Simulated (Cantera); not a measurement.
A freely propagating, adiabatic, planar premixed flame of H2 : O2 : N2 : H2O = 1 : 0.357 : 1.34 : 0.079 (molar parts), equivalence ratio 1.4, unburnt at 300 K and 16000 Pa; mixture-averaged transport, grid criteria slope 0.08 and curve 0.16, no radiation.

Cantera simulation using the H2/O2 subset of GRI-Mech 3.0, which has no nitrogen chemistry; the numbers are that mechanism's predictions, not measurements. Burning velocities carry a grid error of a few per cent, more on coarse grids.

Question: Predict: laminar burning velocity; thermal thickness; peak x(HO2); peak x(O); peak x(H2O2).

Answer: 
| Property | Value |
|---|---|
| laminar burning velocity | 239 cm/s |
| thermal thickness | 3.63 mm |
| peak x(HO2) | 0.000174 |
| peak x(O) | 0.00684 |
| peak x(H2O2) | 6.61e-5 |
